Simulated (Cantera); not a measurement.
A closed system holds: 1 mol Si, 1.9 mol Cl2, 0.58 mol H2, held at 998 K and 18800 Torr.

Cantera equilibrium calculation (NASA polynomials, part measured and part estimated; ideal gas, pure solids and liquids). Candidate condensed phases: Si; 19 gas species. The tables' values for SiCl3 are old estimates; treat these amounts as uncertain. Kinetics and transport are ignored.

Base state: SiCl4 0.535, H2 0.316, SiHCl3 0.135, HCl 0.00866, SiH2Cl2 0.00369, SiCl3 0.000817, SiCl2 3.06e-5, SiH3Cl 2.56e-5 (mole fractions); condensed: gas only.

Question: What changes in the equilibrium state with this change: Si replaced by SiCl4?

Answer: 
| species | before | after |
|---|---|---|
| Cl2 | <1e-9 | 0.379 |
| HCl | 0.00866 | 0.333 |
| SiCl4 | 0.535 | 0.287 |
| H2 | 0.316 | <1e-9 |
| SiHCl3 | 0.135 | <1e-9 |
| SiH2Cl2 | 0.00369 | <1e-9 |
| SiCl3 | 0.000817 | <1e-9 |
| Cl | <1e-9 | 4.64e-5 |
| SiCl2 | 3.06e-5 | <1e-9 |
